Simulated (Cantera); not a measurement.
Charge: 1 mol CCl4, 0.009 mol CH4, equilibrated at 2875 K and 1.90e-5 bar.

Equilibrium computed with Cantera from the NASA thermochemical tables; the gas is ideal and each condensed phase is pure. Candidate condensed phases: C, C6H6, C7H8, C8H18; 91 gas species. Equilibrium is a limit: real reactors are often held back by kinetics, nucleation or transport.

Base state: Cl 0.832, C 0.129, C3 0.0193, C2 0.0114, H 0.00748, HCl 1.54e-5 (mole fractions); condensed: gas only.

Q: What changes in the equilibrium state with this change: temperature from 2875 K to 2923.15 K?

A: 
| species | before | after |
|---|---|---|
| Cl | 0.832 | 0.820 |
| C | 0.129 | 0.150 |
| C3 | 0.0193 | 0.0121 |
| C2 | 0.0114 | 0.0101 |
| HCl | 1.54e-5 | 1.09e-5 |
| H | 0.00748 | 0.00737 |

Q: What changes in the equilibrium state with this change: temperature from 2875 K to 1900 K?

A: 
| species | before | after |
|---|---|---|
| Cl | 0.832 | 0.991 |
| HCl | 1.54e-5 | 0.00877 |
| H | 0.00748 | 0.000221 |
| C | 0.129 | 1.66e-7 |
| C3 | 0.0193 | 1.09e-7 |
| C2 | 0.0114 | 9.07e-9 |
| Cl2 | 2.25e-7 | 7.66e-5 |
| C(graphite), mol | 0 | 1.01 |
